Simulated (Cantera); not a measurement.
Ignition delay

Mixture: CH₄ : C₂H₆ : C₃H₈ : O₂ : N₂ = 1 : 0.045 : 0.098 : 3.08 : 20 (molar parts), at 290000 Pa, adiabatic and at constant volume. Ignition delay is the time to a rise of 400 K.

Computed with Cantera and GRI-Mech 3.0 (53 species, 325 reactions).

```json
[
 {"T0 (K)": "1025", "delay (ms)": "97.9"},
 {"T0 (K)": "1125", "delay (ms)": "20.7"},
 {"T0 (K)": "1225", "delay (ms)": "4.24"},
 {"T0 (K)": "1325", "delay (ms)": "0.975"},
 {"T0 (K)": "1425", "delay (ms)": "0.274"},
 {"T0 (K)": "1525", "delay (ms)": "0.0962"},
 {"T0 (K)": "1625", "delay (ms)": "0.0414"},
 {"T0 (K)": "1725", "delay (ms)": "0.0213"}
]
```

```yaml
apparent activation energy between 1525 and 1725 K: 170 kJ/mol
```
